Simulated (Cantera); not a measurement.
Input: 1 mol Si3N4, a varied amount of N2O, 180 mol H2, held at 1.00 bar.

Method: chemical equilibrium by Gibbs-energy minimisation in Cantera with the NASA 1993 tables (ideal gas, pure condensed phases). Candidate condensed phases: H2O, Si, SiO2, Si2N2O, Si3N4; 35 gas species. Mutual solubility and eutectic melting of coexisting phases are not modelled. Equilibrium is a limit: real reactors are often held back by kinetics, nucleation or transport.

What condenses at these points (T in °C, n(N2O) in mol): (1052, 0.43); (1452, 0.025); (1552, 0.49); (1652, 0.23); (1652, 0.43); (1152, 0.43)?


```tsv
T (°C)	n(N2O) in mol	condensed phases	Si condensed (%)
1052	0.43	Si2N2O + Si3N4	100.0
1452	0.025	Si + Si2N2O + Si3N4	99.3
1552	0.49	Si + Si2N2O	96.4
1652	0.23	Si	91.7
1652	0.43	Si	85.1
1152	0.43	Si2N2O + Si3N4	100.0
```
